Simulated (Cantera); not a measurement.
Charge: 1 mol SiC, 0.0027 mol O2, 1.2 mol N2, held at 1073.15 K and 0.0133 bar.

Cantera equilibrium calculation (NASA polynomials, part measured and part estimated; ideal gas, pure solids and liquids). Candidate condensed phases: C, Si, SiC, SiO2, Si2N2O, Si3N4; 34 gas species. N2 is the only nitrogen source here; it is nearly inert below about 1500 K, so the nitride shown seldom forms there in practice. Mutual solubility and eutectic melting of coexisting phases are not modelled. The numbers say what is thermodynamically allowed, not how fast it happens.

Base state: N2 1.00 (mole fractions); condensed: C(graphite) + Si2N2O(s) + Si3N4(s).

What changes in the equilibrium state with this change: O2 from 0.0027 to 2.8 mol?


```tsv
species	before	after
N2	1.00	0.400
CO2	<1e-9	0.333
O2	<1e-9	0.267
NO	<1e-9	5.31e-5
C(graphite), mol	1.00	0
Si2N2O(s), mol	0.00540	0
Si3N4(s), mol	0.330	0
SiO2(β-quartz), mol	0	1.00
```
